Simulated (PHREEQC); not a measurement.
A column of 0.2 m (40 cells, dispersivity 0.007 m, 300 s a shift, diffusion coefficient 3e-10 m²/s) holds 0.017 eq of the database's cation exchanger X per kg of pore water, first in equilibrium with 0.021 mol/kgw MgCl2, 0.036 mol/kgw CaCl2, 0.045 mol/kgw CdCl2 and 1e-05 mol/kgw HCl. It is flushed with 0.0012 mol KCl, 0.021 mol SrCl2 and 1e-05 mol HCl per kg of water, at 15 °C. Values are for the last cell. CO2 from the air is kept out. Nothing may precipitate in this run.

The numbers come from PHREEQC with the ion-association model, phreeqc.dat.

```csv
pore volumes,Sr in solution (mol/kgw),K in solution (mol/kgw),Cd in solution (mol/kgw),Mg in solution (mol/kgw)
0,0,0,0.0450,0.0210
0.2125,0,0,0.0450,0.0210
0.3125,6.81e-10,8.63e-11,0.0450,0.0210
0.5125,1.50e-5,…,0.0447,0.0209
0.7125,0.000510,4.70e-5,0.0396,…
0.8125,0.00128,0.000118,0.0338,0.0168
1.012,0.00383,0.000355,0.0202,0.0112
1.212,0.00717,0.000632,0.0102,0.00644
1.312,0.00910,0.000760,0.00696,0.00473
1.512,0.0132,0.000966,…,0.00240
1.712,0.0166,0.00109,0.00127,0.00110
1.812,0.0179,0.00113,…,0.000723
2.013,0.0196,0.00117,0.000290,…
2.212,0.0204,0.00119,…,0.000114
2.312,0.0206,0.00119,5.89e-5,7.00e-5
2.513,0.0208,0.00120,1.95e-5,2.57e-5
2.712,0.0209,0.00120,…,9.20e-6
2.812,0.0210,0.00120,3.56e-6,5.46e-6
3.013,0.0210,0.00120,1.12e-6,1.91e-6
```

Q: Complete the blanks.

A: 
- 0.5125, K in solution (mol/kgw): 1.45e-6
- 0.7125, Mg in solution (mol/kgw): 0.0191
- 1.512, Cd in solution (mol/kgw): 0.00309
- 1.812, Cd in solution (mol/kgw): 0.000788
- 2.013, Mg in solution (mol/kgw): 0.000295
- 2.212, Cd in solution (mol/kgw): 0.000101
- 2.712, Cd in solution (mol/kgw): 6.31e-6
